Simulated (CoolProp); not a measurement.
R1234ze(Z) at several states: fugacity coefficient from the reference equation and from simpler models built on Tc = 423.3 K, pc = 35.31 bar, ω = 0.327; each cubic takes its own stable root.

The numbers come from the reference Helmholtz-energy equation of state, Akasaka 2019 in CoolProp.

```json
[
 {"T (K)": "332", "p (bar)": "70.7", "phase": "liquid", "reference": "0.07838"},
 {"T (K)": "317.9", "p (bar)": "8.4", "phase": "liquid", "reference": "0.3655"},
 {"T (K)": "380.8", "p (bar)": "123", "phase": "liquid", "reference": "0.1435"},
 {"T (K)": "364.8", "p (bar)": "157", "phase": "liquid", "reference": "0.09552"},
 {"T (K)": "424", "p (bar)": "0.31", "phase": "gas", "reference": "0.9967"}
]
```

Question: How far does each simpler model (Redlich-Kwong, Peng-Robinson) lie from the reference over these 5 states: mean and median of the absolute difference, and the worst?

Answer: 
- Redlich-Kwong: mean 38.2 %, median 44.2 %, worst +59.0 % at 317.9 K and 8.4 bar
- Peng-Robinson: mean 3.8 %, median 4.1 %, worst +7.0 % at 364.8 K and 157 bar
